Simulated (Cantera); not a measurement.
Standard-state values (1 bar) from the NASA 1993 polynomials, evaluated with Cantera. Values are per mole of reaction as written; species without (g) are pure solids or liquids, kept so even where they would boil at 1 bar.

2 K + Cl2(g) = 2 KCl

```
T (K)  ΔH° (kJ)  ΔS° (J/K)  ΔG° (kJ)  log10 K
-----  --------  ---------  --------  -------
675         ___        ___       ___      ___
700         ___        ___       ___      ___
725      -872.7     -190.9    -734.3    52.90
750      -872.1     -190.2    -729.5    50.81
775      -871.6     -189.5    -724.8    48.85
800      -871.0     -188.8    -720.0    47.01
825      -870.4     -188.0    -715.3    45.29
850      -869.8     -187.3    -710.6    43.67
875      -869.1     -186.5    -706.0    42.14
900      -868.5     -185.7    -701.3    40.70
```

### Question
Complete the blanks.

### Answer

- 675, ΔH° (kJ): -873.6
- 675, ΔS° (J/K): -192.3
- 675, ΔG° (kJ): -743.8
- 675, log10 K: 57.56
- 700, ΔH° (kJ): -873.2
- 700, ΔS° (J/K): -191.6
- 700, ΔG° (kJ): -739.0
- 700, log10 K: 55.15
